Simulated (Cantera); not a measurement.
Silicon nitride deposition: SiHCl3 + N2

Feed: 1 mol SiHCl3, 60 mol N2, held at 10.0 mbar.

Cantera equilibrium calculation (NASA polynomials, part measured and part estimated; ideal gas, pure solids and liquids). Candidate condensed phases: NH4Cl, Si, Si3N4; 28 gas species. The tables' values for SiCl3, SiCl, SiN are old estimates; treat these amounts as uncertain. The numbers say what is thermodynamically allowed, not how fast it happens.

```csv
T (K),x N2,x SiCl2,x HCl,x Cl,x H2,x H,x Si,x SiCl3
1650,0.968,0.0152,0.0147,0.000390,0.000719,2.44e-5,3.81e-7,0.000862
1700,0.968,0.0154,0.0147,0.000637,0.000698,3.89e-5,9.42e-7,0.000688
1750,0.968,0.0155,0.0146,0.000964,0.000737,6.31e-5,2.43e-6,0.000529
1800,0.967,0.0157,0.0144,0.00137,0.000826,0.000103,6.45e-6,0.000395
1850,0.967,0.0157,0.0140,0.00186,0.000956,0.000167,1.71e-5,0.000291
1900,0.966,0.0158,0.0136,0.00245,0.00111,0.000265,4.40e-5,0.000214
1950,0.966,0.0157,0.0131,0.00317,0.00127,0.000409,0.000108,0.000159
2000,0.965,0.0155,0.0126,0.00408,0.00141,0.000611,0.000248,0.000120
2050,0.964,0.0151,0.0122,0.00527,0.00151,0.000881,0.000523,9.14e-5
2100,0.963,0.0144,0.0117,0.00686,0.00154,0.00122,0.00100,7.07e-5
```
x: gas mole fraction; nothing condenses.

From 1650 K to 2100 K nothing is condensed. The main Si-bearing gas is SiCl2 throughout.
